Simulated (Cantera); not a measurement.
A freely propagating, adiabatic, planar premixed flame of CH4 : O2 : N2 = 1 : 1.43 : 7.14 (molar parts), unburnt at 350 K and 4.10 bar; mixture-averaged transport, grid criteria slope 0.08 and curve 0.16, no radiation.

Detailed kinetics in Cantera: GRI-Mech 3.0 (53 species, 325 reactions). Burning velocities carry a grid error of a few per cent, more on coarse grids.

Question: How do the results move with these cheaper or finer settings: unity-Lewis-number transport; multicomponent transport; multicomponent+Soret transport; grid criteria slope 0.5, curve 1; grid criteria slope 0.25, curve 0.5; grid criteria slope 0.03, curve 0.06?

Answer: 
| setting | laminar burning velocity | thermal thickness | peak x(H) | peak x(O) | grid points |
|---|---|---|---|---|---|
| as above | 4.46 cm/s | 0.819 mm | 0.000115 | 5.74e-6 | 115 |
| unity-Lewis-number transport | 3.56 cm/s | 0.970 mm | 0.000107 | 4.81e-6 | 108 |
| multicomponent transport | 4.49 cm/s | 0.830 mm | 0.000115 | 5.76e-6 | 115 |
| multicomponent+Soret transport | 4.48 cm/s | 0.822 mm | 0.000120 | 6.05e-6 | 115 |
| grid criteria slope 0.5, curve 1 | 4.79 cm/s | 0.913 mm | 0.000110 | 5.43e-6 | 30 |
| grid criteria slope 0.25, curve 0.5 | 4.63 cm/s | 0.854 mm | 0.000114 | 5.68e-6 | 48 |
| grid criteria slope 0.03, curve 0.06 | 4.34 cm/s | 0.814 mm | 0.000113 | 5.68e-6 | 300 |
The base run took around 5 core-seconds (rough).
Unity Lewis numbers drop preferential diffusion, which matters most where H2 and H carry the flame; Soret adds thermal diffusion.
